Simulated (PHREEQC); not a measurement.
## Leach liquor (model solution)

Make-up at 20 °C: 0.026 mol H2SO4 and 0.00037 mol Li2SO4 per kg of water. Closed to the air; pH follows from the charge balance.

Equilibrium calculation in PHREEQC: ion-association model, phreeqc.dat.

The pH comes out as 1.51, the ionic strength comes out as 0.0471 mol/kgw and the specific conductance comes out as 11600 µS/cm. The total alkalinity comes out as -52.0 meq/kg.

```tsv
species	molality	activity	log γ
H+	0.0360	0.0309	-0.067
HSO4-	0.0160	0.0132	-0.083
SO4-2	0.0104	0.00490	-0.326
Li+	0.000724	0.000607	-0.077
LiSO4-	1.56e-5	1.30e-5	-0.081
```

This is a speciation only: nothing precipitates in the calculation. Species that the database lacks are ignored.
